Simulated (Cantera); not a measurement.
What does this Cantera script print?

```python
import numpy as np
import cantera as ct

gas_names = """
    Ca CaCL CaCL2 CaO CaOH CaO2H2 Ca2 CL CLO CL2 H HCL HOCL HO2 H2 H2O H2O2 O OH O2 O3
""".split()
cond_names = """
    Ca(a) Ca(b) Ca(L) CaCL2(s) CaCL2(L) CaO(s) CaO(L) CaO2H2(s) H2O(s) H2O(L)
""".split()


def load(file, names, dense=False):
    # The tables refer to 1 bar. Condensed volumes are neglected.
    table = {s.name: s for s in ct.Species.list_from_file(file)}
    out = []
    for n in names:
        d = dict(table[n].input_data)
        d["thermo"] = dict(d["thermo"], **{"reference-pressure": 1e5})
        if dense:
            d["equation-of-state"] = {"model": "constant-volume", "density": "1e6 g/cm^3"}
        out.append(ct.Species.from_dict(d))
    return out


gas = ct.Solution(thermo="ideal-gas", species=load("nasa_gas.yaml", gas_names))
cond = {s.name: ct.Solution(thermo="fixed-stoichiometry", species=[s], name=s.name)
        for s in load("nasa_condensed.yaml", cond_names, dense=True)}
atoms = {
    'CaO': {'Ca': 1, 'O': 1},
    'HCl': {'H': 1, 'CL': 1},
}
top_T = {}  # K; cautious upper limits of use, not melting points


def equilibrate(T, P, feed):
    n = {}
    for name, mol in feed.items():
        for a, k in atoms[name].items():
            n[a] = n.get(a, 0.0) + k * mol
    gas.TPX = T, P, n
    mass = sum(n.values()) * gas.mean_molecular_weight
    gas.equilibrate("TP")
    valid = [c for c in cond.values() if c.min_temp <= T <= top_T.get(c.name, c.max_temp)]
    mix = ct.Mixture([(gas, mass / gas.mean_molecular_weight)] + [(c, 0.0) for c in valid])
    mix.T, mix.P = T, P
    mix.equilibrate("TP", solver="vcs", rtol=1e-11, max_steps=5000)
    return mix


results = []
feed = {'CaO': 1, 'HCl': 22}  # mol
P = 13332.2  # Pa
for T in [1398, 1448, 1498, 1548, 1598, 1648, 1698, 1748, 1798, 1848, 1898, 1948]:
    mix = equilibrate(T, P, feed)
    results.append((T, P, feed, dict(zip(mix.species_names, mix.species_moles))))
    x = sorted(zip(gas.X, gas.species_names), reverse=True)
    print(f"T = {T:g} K  P = {P:g} Pa  gas = {mix.phase_moles(0):.4g} mol")
    print("   x: " + "  ".join(f"{s} {v:.3e}" for v, s in x if v > 1e-05))
    print("   condensed (mol): " + ("  ".join(f"{mix.phase(i).name} {mix.phase_moles(i):.4g}"
          for i in range(1, mix.n_phases) if mix.phase_moles(i) > 1e-12) or "none"))
```

Result:

```
T = 1398 K  P = 13332.2 Pa  gas = 21.06 mol
   x: HCL 9.491e-01  H2O 4.749e-02  CaCL2 2.495e-03  CL 5.566e-04  H2 3.313e-04  CL2 5.272e-05
   condensed (mol): CaCL2(L) 0.9475
T = 1448 K  P = 13332.2 Pa  gas = 21.13 mol
   x: HCL 9.457e-01  H2O 4.733e-02  CaCL2 5.514e-03  CL 8.719e-04  H2 4.977e-04  CL2 6.130e-05
   condensed (mol): CaCL2(L) 0.8835
T = 1498 K  P = 13332.2 Pa  gas = 21.26 mol
   x: HCL 9.393e-01  H2O 4.704e-02  CaCL2 1.149e-02  CL 1.319e-03  H2 7.303e-04  CL2 6.985e-05
   condensed (mol): CaCL2(L) 0.7557
T = 1548 K  P = 13332.2 Pa  gas = 21.51 mol
   x: HCL 9.277e-01  H2O 4.649e-02  CaCL2 2.273e-02  CL 1.932e-03  H2 1.045e-03  CL2 7.797e-05
   condensed (mol): CaCL2(L) 0.5111
T = 1598 K  P = 13332.2 Pa  gas = 21.97 mol
   x: HCL 9.073e-01  H2O 4.551e-02  CaCL2 4.285e-02  CL 2.742e-03  H2 1.457e-03  CL2 8.499e-05
   condensed (mol): CaCL2(L) 0.0584
T = 1648 K  P = 13332.2 Pa  gas = 22.04 mol
   x: HCL 9.033e-01  CaCL2 4.537e-02  H2O 4.535e-02  CL 3.846e-03  H2 2.018e-03  CL2 9.396e-05  OH 1.106e-05  H 1.096e-05
   condensed (mol): none
T = 1698 K  P = 13332.2 Pa  gas = 22.06 mol
   x: HCL 9.012e-01  CaCL2 4.533e-02  H2O 4.531e-02  CL 5.293e-03  H2 2.750e-03  CL2 1.034e-04  H 2.077e-05  OH 1.759e-05
   condensed (mol): none
T = 1748 K  P = 13332.2 Pa  gas = 22.08 mol
   x: HCL 8.984e-01  CaCL2 4.529e-02  H2O 4.526e-02  CL 7.147e-03  H2 3.684e-03  CL2 1.129e-04  H 3.798e-05  OH 2.722e-05
   condensed (mol): none
T = 1798 K  P = 13332.2 Pa  gas = 22.11 mol
   x: HCL 8.950e-01  CaCL2 4.524e-02  H2O 4.519e-02  CL 9.483e-03  H2 4.855e-03  CL2 1.224e-04  H 6.719e-05  OH 4.111e-05
   condensed (mol): none
T = 1848 K  P = 13332.2 Pa  gas = 22.14 mol
   x: HCL 8.907e-01  CaCL2 4.517e-02  H2O 4.510e-02  CL 1.238e-02  H2 6.303e-03  CL2 1.319e-04  H 1.153e-04  OH 6.068e-05
   condensed (mol): none
T = 1898 K  P = 13332.2 Pa  gas = 22.18 mol
   x: HCL 8.855e-01  CaCL2 4.509e-02  H2O 4.499e-02  CL 1.593e-02  H2 8.065e-03  H 1.923e-04  CL2 1.413e-04  OH 8.773e-05
   condensed (mol): none
T = 1948 K  P = 13332.2 Pa  gas = 22.23 mol
   x: HCL 8.792e-01  CaCL2 4.498e-02  H2O 4.485e-02  CL 2.022e-02  H2 1.018e-02  H 3.122e-04  CL2 1.506e-04  OH 1.244e-04
   condensed (mol): none
```

Method: chemical equilibrium by Gibbs-energy minimisation in Cantera with the NASA 1993 tables (ideal gas, pure condensed phases). Condensed phases not in the tables: oxide chlorides.
